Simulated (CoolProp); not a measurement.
Vapour-liquid equilibrium of ethane (1) + n-pentane (2) at 217 kPa; x and y are mole fractions of (1).

Computed with CoolProp (multi-fluid Helmholtz-energy mixture model, Bücker 2006 and Thol 2019; pair parameters Kunz 2012).

```
x      bubble temperature, mixture model (K)  bubble temperature, Raoult's law (K)  y, mixture model  y, Raoult's law
-----  -------------------------------------  ------------------------------------  ----------------  ---------------
0.05                                   295.8                                 288.9             0.711            0.791
0.125                                      …                                 258.6                 …            0.951
0.2                                        …                                 243.2             0.980            0.981
0.275                                  231.8                                 233.3             0.990            0.991
0.35                                       …                                 226.3             0.995            0.995
0.425                                  219.4                                 220.9             0.997            0.997
0.5                                        …                                 216.6             0.998            0.998
0.575                                      …                                 213.0             0.999            0.999
0.65                                       …                                 210.0             0.999            0.999
0.725                                      …                                 207.3             0.999            1.000
0.8                                    204.9                                 205.0             1.000            1.000
0.875                                  203.0                                 203.0             1.000            1.000
0.95                                   201.2                                 201.1             1.000            1.000
```

Question: Some entries are withheld; supply them.

Answer: 
- 0.125, bubble temperature, mixture model (K): 260.4
- 0.125, y, mixture model: 0.941
- 0.2, bubble temperature, mixture model (K): 242.5
- 0.35, bubble temperature, mixture model (K): 224.6
- 0.5, bubble temperature, mixture model (K): 215.3
- 0.575, bubble temperature, mixture model (K): 212.1
- 0.65, bubble temperature, mixture model (K): 209.3
- 0.725, bubble temperature, mixture model (K): 207.0

The largest gap from Raoult's law is +6.9 K in bubble temperature, at x = 0.05. No azeotrope shows between x = 0.05 and 0.95.

The pair parameters rest on a limited set of measurements; away from them the model extrapolates. The gap from Raoult's law changes sign with composition, which may be real or a fault of the pair parameters; it wasn't checked against measurements.
